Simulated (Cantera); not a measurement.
A closed system holds: 1 mol Pb, 0.4 mol CO, 6.3 mol H2, held at 975 K and 13.3 mbar.

Cantera equilibrium calculation (NASA polynomials, part measured and part estimated; ideal gas, pure solids and liquids). Equilibrium is a limit: real reactors are often held back by kinetics, nucleation or transport.

```json
[
 {"species": "H2", "before": "0.939", "after": "0.881"},
 {"species": "CH4", "before": "0.000848", "after": "0.0561"},
 {"species": "H2O", "before": "0.000771", "after": "0.0524"},
 {"species": "CO", "before": "0.0588", "after": "0.00663"},
 {"species": "Pb", "before": "0.000688", "after": "8.36e-8"},
 {"species": "CO2", "before": "7.72e-5", "after": "0.00371"},
 {"species": "Pb(l), mol", "before": "0.995", "after": "1.000"}
]
```
Gas species are given as mole fractions.

Name the change that produced these shifts.
A. temperature from 975 K to 1523.15 K
B. temperature from 975 K to 700 K
C. pressure from 13.3 mbar to 56.0 mbar
D. pressure from 13.3 mbar to 0.133 bar

B, temperature from 975 K to 700 K
